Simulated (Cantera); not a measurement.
# Stirred combustor or abatement burner

A perfectly stirred reactor is fed with CH3OH : O2 : N2 : H2O = 1 : 3.75 : 28.5 : 1.5 (molar parts), at 3.45 atm; it is adiabatic with a 775 K inlet, and is followed from long to short residence time, starting on the burning branch (τ in s: 0.068, 0.025, 0.0094, 0.0035, 0.0013, 0.00048, 0.00018, 6.7e-05, 2.5e-05, 9.2e-06, 3.4e-06).

Detailed kinetics in Cantera: GRI-Mech 3.0 (53 species, 325 reactions). GRI-Mech 3.0 was tuned for natural gas; its chemistry of methanol as a main component is partial and can be far from experiment.

| τ (s) | T (K) | x CH3OH | x O2 | x H2O | x H2O2 | x HO2 | x OH |
|---|---|---|---|---|---|---|---|
| 0.068 | 1303 | 8.92e-5 | 0.0653 | 0.0988 | 1.86e-6 | 3.17e-5 | 1.27e-5 |
| 0.025 | 1254 | 0.000352 | 0.0683 | 0.0975 | 1.34e-5 | 6.73e-5 | 7.99e-6 |
| 0.0094 | 775 | 0.0288 | 0.108 | 0.0432 | <1e-12 | <1e-12 | <1e-12 |
| 0.0035 | 775 | 0.0288 | 0.108 | 0.0432 | <1e-12 | <1e-12 | <1e-12 |
| 0.0013 | 775 | 0.0288 | 0.108 | 0.0432 | <1e-12 | <1e-12 | <1e-12 |
| 0.00048 | 775 | 0.0288 | 0.108 | 0.0432 | <1e-12 | <1e-12 | <1e-12 |
| 0.00018 | 775 | 0.0288 | 0.108 | 0.0432 | <1e-12 | <1e-12 | <1e-12 |
| 6.7e-5 | 775 | 0.0288 | 0.108 | 0.0432 | <1e-12 | <1e-12 | <1e-12 |
| 2.5e-5 | 775 | 0.0288 | 0.108 | 0.0432 | <1e-12 | <1e-12 | <1e-12 |
| 9.2e-6 | 775 | 0.0288 | 0.108 | 0.0432 | <1e-12 | <1e-12 | <1e-12 |
| 3.4e-6 | 775 | 0.0288 | 0.108 | 0.0432 | <1e-12 | <1e-12 | <1e-12 |
x: mole fraction; the columns are a selection and need not sum to one.
